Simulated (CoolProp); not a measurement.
Carbonyl sulfide along the isotherm -80.65 °C: density (kg/m³) from the reference equation and from simpler models built on Tc = 105.6 °C, pc = 63.69 bar, ω = 0.098; each cubic takes its own stable root.

Values from CoolProp's reference Helmholtz-energy equation of state, Lemmon 2006. It is a short technical equation, of lower accuracy than the large ones.

```json
[
 {"p (bar)": "50", "phase": "liquid", "reference": "1243"},
 {"p (bar)": "100", "phase": "liquid", "reference": "1249"},
 {"p (bar)": "150", "phase": "liquid", "reference": "1254"},
 {"p (bar)": "200", "phase": "liquid", "reference": "1259"},
 {"p (bar)": "250", "phase": "liquid", "reference": "1264"},
 {"p (bar)": "300", "phase": "liquid", "reference": "1269"},
 {"p (bar)": "350", "phase": "liquid", "reference": "1273"},
 {"p (bar)": "400", "phase": "liquid", "reference": "1278"},
 {"p (bar)": "450", "phase": "liquid", "reference": "1282"},
 {"p (bar)": "500", "phase": "liquid", "reference": "1286"}
]
```

Question: How far does each simpler model (van der Waals, Redlich-Kwong, Soave-Redlich-Kwong, Peng-Robinson) lie from the reference over these 10 states: mean and median of the absolute difference, and the worst?

Answer: 
- van der Waals: mean 34.5 %, median 34.4 %, worst -35.5 % at -80.65 °C and 50 bar
- Redlich-Kwong: mean 4.8 %, median 4.8 %, worst -4.8 % at -80.65 °C and 50 bar
- Soave-Redlich-Kwong: mean 4.8 %, median 4.8 %, worst -4.9 % at -80.65 °C and 50 bar
- Peng-Robinson: mean 6.7 %, median 6.8 %, worst +6.9 % at -80.65 °C and 50 bar
